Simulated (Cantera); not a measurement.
Input: 1 mol AlN, 1.9 mol H₂, 8.2 mol N₂, at 1698 K and 0.133 bar.

Cantera equilibrium calculation (NASA polynomials, part measured and part estimated; ideal gas, pure solids and liquids). Candidate condensed phases: Al, AlN; 13 gas species. Rates play no part.

Question: What is the equilibrium state?

Answer: 
| Item | Result |
|---|---|
| x(N₂) | 0.812 |
| x(H₂) | 0.188 |
| x(H) | 0.000172 |
| n(AlN(s)) | 1.000 mol |
| gas amount | 10.10 mol |
| log10 activity of Al(l) (absent) | -3.51 |
